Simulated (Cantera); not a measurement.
# Thermodynamics of silicon epitaxy and polysilicon growth, feed SiH₂Cl₂ + Cl₂ + N₂

A closed system holds: 1 mol SiH₂Cl₂, 0.06 mol Cl₂, 39 mol N₂, equilibrated at 752 °C and 0.0470 bar.

Cantera equilibrium calculation (NASA polynomials, part measured and part estimated; ideal gas, pure solids and liquids). Candidate condensed phases: NH₄Cl, Si, Si₃N₄; 28 gas species. N₂ is the only nitrogen source here; it is nearly inert below about 1500 K, so the nitride shown seldom forms there in practice. The numbers say what is thermodynamically allowed, not how fast it happens.

The x(N₂) comes out as 0.953, the x(HCl) is 0.0363 and the x(H₂) is 0.00662. The x(SiCl₄) is 0.00404. The x(SiCl₃) comes out as 8.54e-6, the x(SiHCl₃) comes out as 6.33e-6 and the n(Si₃N₄(s)) is 0.279 mol. The gas amount is 40.34 mol and the log10 activity of Si(s) (absent) is -5.98.
